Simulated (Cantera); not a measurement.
A closed system holds: 1 mol HMDSO, 0.48 mol O3, 0.12 mol H2, at 13300 Pa.

Cantera equilibrium calculation (NASA polynomials, part measured and part estimated; ideal gas, pure solids and liquids). Candidate condensed phases: C, C6H6, C7H8, C8H18, H2O, Si, SiC, SiO2; 123 gas species. The feed counts by its element totals alone. Mutual solubility and eutectic melting of coexisting phases are not modelled. The tables hold silica as quartz up to 1696 K and as liquid above; real silica turns to tridymite and cristobalite and melts near 1996 K. The numbers say what is thermodynamically allowed, not how fast it happens.

x: gas mole fraction; n: condensed amount in mol.

```
T (K)   x H2     x CH4      x CO     x SiO       x H  x C2H2 (acetylene)     x H2O  n C(graphite)  n SiC(s)  n SiO2(α-quartz)  n SiO2(β-quartz)
-----  -----  --------  --------  --------  --------  ------------------  --------  -------------  --------  ----------------  ----------------
548    0.121     0.879    <1e-12    <1e-12    <1e-12              <1e-12    <1e-12          0.953     0.780              1.22                 0
698    0.589     0.411    <1e-12    <1e-12    <1e-12              <1e-12  4.09e-12           2.56     0.780              1.22                 0
848    0.927    0.0733   1.31e-9    <1e-12  5.02e-11            8.20e-12   1.19e-9           4.60     0.780                 0              1.22
998    0.987    0.0127   8.70e-7  7.03e-11   5.85e-9             1.07e-9   4.68e-8           5.11     0.780                 0              1.22
1148   0.997   0.00315  0.000103   2.92e-8   1.96e-7             3.70e-8   6.61e-7           5.19     0.780                 0              1.22
1298   0.995         ?         ?         ?         ?                   ?         ?           5.16     0.798                 0              1.20
1448   0.928         ?         ?         ?         ?                   ?         ?              ?         ?                 0                 ?
1598   0.789  0.000137     0.210  0.000606  0.000129             2.12e-5   1.96e-5           1.57      1.99                 0                 0
1748   0.788   7.62e-5     0.210  0.001000  0.000556             8.90e-5   8.21e-6           1.58      1.99                 0                 0
```

**Question.** Some entries are withheld; supply them.

**Answer.** 
- 1298, x CH4: 0.00105
- 1298, x CO: 0.00400
- 1298, x SiO: 2.94e-6
- 1298, x H: 2.93e-6
- 1298, x C2H2 (acetylene): 5.55e-7
- 1298, x H2O: 4.94e-6
- 1448, x CH4: 0.000383
- 1448, x CO: 0.0715
- 1448, x SiO: 0.000112
- 1448, x H: 2.43e-5
- 1448, x C2H2 (acetylene): 4.41e-6
- 1448, x H2O: 2.24e-5
- 1448, n C(graphite): 4.16
- 1448, n SiC(s): 1.13
- 1448, n SiO2(β-quartz): 0.868
